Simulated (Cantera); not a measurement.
Cantera run:

```python
import numpy as np
import cantera as ct

gas_names = """
    H HNO HNO2 HNO3 HO2 H2 H2O H2O2 N NH NH2 NH3 NH2OH NO NO2 NO3 N2 N2H2 N2H4 N2O O OH O2 O3 Si SiH
    SiH2 SiH3 SiH4 SiN SiO SiO2 Si2 Si2N Si3
""".split()
cond_names = """
    H2O(s) H2O(L) Si(cr) Si(L) SiO2(Lqz) SiO2(hqz) SiO2(L) Si2N2O(s) Si3N4(a)
""".split()


# ... load() reads the species with a 1 bar reference pressure and builds the phases ...
atoms = {
    'Si3N4': {'Si': 3, 'N': 4},
    'H2O': {'H': 2, 'O': 1},
    'H2': {'H': 2},
}
top_T = {'Si2N2O(s)': 2100, 'Si3N4(a)': 2400}  # K; cautious upper limits of use, not melting points


# ... equilibrate(T, P, feed) seeds the gas with the atoms and calls Mixture.equilibrate('TP', solver="vcs", rtol=1e-11, max_steps=5000) ...
results = []
feed = {'Si3N4': 1, 'H2O': 0.12, 'H2': 2.3}  # mol
P = 17000  # Pa
for T in [973, 1073, 1173, 1273, 1373, 1473, 1573, 1673, 1773, 1873, 1973, 2073, 2173, 2273]:
    mix = equilibrate(T, P, feed)
    results.append((T, P, feed, dict(zip(mix.species_names, mix.species_moles))))

top = {s: max(r[3][s] / sum(r[3][g] for g in gas_names) for r in results) for s in gas_names}
cols = sorted((s for s in top if top[s] > 1e-05), key=lambda s: -top[s])[:5]
seen = [c for c in cond_names if any(r[3].get(c, 0) > 1e-12 for r in results)]
print("log10 of partial pressures in bar; condensed amounts in mol")
print(f"{'T/K':>10s}" + "".join(f"{s[:9]:>10s}" for s in cols + seen))
for T, P, feed, n in results:
    ng = sum(n[g] for g in gas_names)
    print(f"{T:10.4g}" + "".join(f"{np.log10(max(n[s] / ng * P / 1e5, 1e-99)):10.3f}" for s in cols)
          + "".join(f"{n.get(c, 0):10.4g}" for c in seen))
```

Output:

```
log10 of partial pressures in bar; condensed amounts in mol
       T/K        H2        N2       SiO         H        Si     Si(L) Si2N2O(s)  Si3N4(a)
       973    -0.777    -2.559   -17.650    -9.354   -22.246         0      0.12      0.92
      1073    -0.777    -2.559   -14.715    -8.242   -18.763         0      0.12      0.92
      1173    -0.777    -2.558   -12.289    -7.317   -15.878         0      0.12      0.92
      1273    -0.777    -2.558   -10.251    -6.535   -13.451         0      0.12      0.92
      1373    -0.777    -2.558    -8.515    -5.866   -11.381         0      0.12      0.92
      1473    -0.777    -2.558    -7.020    -5.286    -9.596         0      0.12      0.92
      1573    -0.777    -2.558    -5.719    -4.779    -8.041         0      0.12      0.92
      1673    -0.777    -2.557    -4.578    -4.332    -6.676         0    0.1196    0.9201
      1773    -0.785    -2.250    -3.672    -3.938    -5.672   0.06283    0.1169    0.9001
      1873    -0.850    -1.559    -3.004    -3.615    -5.055     0.641     0.103    0.7119
      1973    -1.044    -1.126    -2.348    -3.392    -4.501     2.879         0         0
      2073    -1.046    -1.127    -2.349    -3.103    -4.001     2.876         0         0
      2173    -1.049    -1.128    -2.350    -2.841    -3.548     2.869         0         0
      2273    -1.055    -1.131    -2.353    -2.603    -3.136     2.854         0         0
```

Cantera equilibrium calculation (NASA polynomials, part measured and part estimated; ideal gas, pure solids and liquids). Mutual solubility and eutectic melting of coexisting phases are not modelled. The tables' values for SiN are old estimates; treat these amounts as uncertain. Gases not in the tables: Si2H6 and higher silanes.
